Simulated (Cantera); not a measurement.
Gas activation for diamond growth

An isothermal, constant-pressure homogeneous reactor starts with CH₄ : H₂ : CO₂ = 0.015 : 1 : 0.011 (molar parts), at 2975 K and 13000 Pa.

Cantera simulation using GRI-Mech 3.0 (53 species, 325 reactions); the numbers are that mechanism's predictions, not measurements.

```tsv
t (s)	x CH₄	x H₂	x CO₂	x OH	x CO
4.00e-6	0.0130	0.969	0.0106	5.84e-6	0.000125
1.88e-5	0.00966	0.949	0.00818	3.83e-5	0.00240
8.85e-5	0.00242	0.907	0.000215	0.000211	0.0105
0.000417	0.000232	0.875	1.34e-5	0.000239	0.0133
0.00196	2.47e-5	0.804	2.11e-6	4.78e-5	0.0184
0.00922	1.09e-6	0.678	3.13e-10	1.28e-8	0.0177
0.0434	8.47e-7	0.651	2.49e-10	1.12e-8	0.0175
0.204	8.47e-7	0.651	2.49e-10	1.12e-8	0.0175
0.960	8.47e-7	0.651	2.49e-10	1.12e-8	0.0175
4.52	8.47e-7	0.651	2.49e-10	1.12e-8	0.0175
21.3	8.47e-7	0.651	2.49e-10	1.12e-8	0.0175
100	8.47e-7	0.651	2.49e-10	1.12e-8	0.0175
```
x: mole fraction; the columns are a selection and need not sum to one.

Equilibrium at this temperature and pressure: CH₄ 8.57e-7, H₂ 0.651, CO₂ 2.51e-10, OH 1.13e-8, CO 0.0175 (gas phase only).
